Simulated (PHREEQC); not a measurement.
A column of 0.2 m (30 cells, dispersivity 0.01 m, 3600 s a shift, diffusion coefficient 3e-10 m²/s) holds 0.017 eq of the database's cation exchanger X per kg of pore water, first in equilibrium with 0.00038 mol/kgw ZnSO4 and 1e-05 mol/kgw HCl. It is flushed with 12 mmol/kgw CdCl2, 0.6 mmol/kgw Na2SO4, 0.88 mmol/kgw CaCl2 and 0.01 mmol/kgw HCl, at 15 °C. Values are for the last cell. The system is closed to CO2. Nothing may precipitate in this run.

The series has 31 steps of pore volumes, from 0 to 4.017.

Equilibrium calculation in PHREEQC: ion-association model, phreeqc.dat.

**Question.** After how many pore volumes does Cd at the outlet first reach half of its feed value?

**Answer.** By 1.5 pore volumes.

**Question.** After how many pore volumes does Na at the outlet first reach half of its feed value?

**Answer.** By 1.1 pore volumes.

**Question.** After how many pore volumes does Ca at the outlet first reach half of its feed value?

**Answer.** By 2.0 pore volumes.

Complexes and solids missing from the database can't appear.
